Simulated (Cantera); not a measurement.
Feed: 1 mol Si₃N₄, 8.4 mol F₂, 0.34 mol N₂, at 775 K and 0.100 bar.

Equilibrium computed with Cantera from the NASA thermochemical tables; the gas is ideal and each condensed phase is pure. Candidate condensed phases: Si, Si₃N₄; 16 gas species. Rates play no part.

Base state: SiF₄ 0.435, N₂ 0.277, F₂ 0.157, NF₃ 0.125, F 0.00700 (mole fractions); condensed: gas only.

What changes in the equilibrium state with this change: 1.4 mol HCl added?


```json
[
 {"species": "SiF₄", "before": "0.435", "after": "0.338"},
 {"species": "N₂", "before": "0.277", "after": "0.248"},
 {"species": "HF", "before": "0", "after": "0.158"},
 {"species": "ClF", "before": "0", "after": "0.156"},
 {"species": "NF₃", "before": "0.125", "after": "0.0304"},
 {"species": "F₂", "before": "0.157", "after": "0.0635"},
 {"species": "ClF₃", "before": "0", "after": "0.00130"},
 {"species": "F", "before": "0.00700", "after": "0.00445"}
]
```
Further candidate phases: NH₄Cl.

What changes in the equilibrium state with this change: F₂ from 8.4 to 1.4 mol?


```json
[
 {"species": "N₂", "before": "0.277", "after": "0.535"},
 {"species": "SiF₄", "before": "0.435", "after": "0.465"},
 {"species": "F₂", "before": "0.157", "after": "<1e-9"},
 {"species": "NF₃", "before": "0.125", "after": "<1e-9"},
 {"species": "F", "before": "0.00700", "after": "<1e-9"},
 {"species": "Si₃N₄(s), mol", "before": "0", "after": "0.767"}
]
```

What changes in the equilibrium state with this change: temperature from 775 K to 1275 K?


```tsv
species	before	after
F	0.00700	0.433
SiF₄	0.435	0.304
N₂	0.277	0.237
F₂	0.157	0.0266
NF₃	0.125	3.11e-6
```
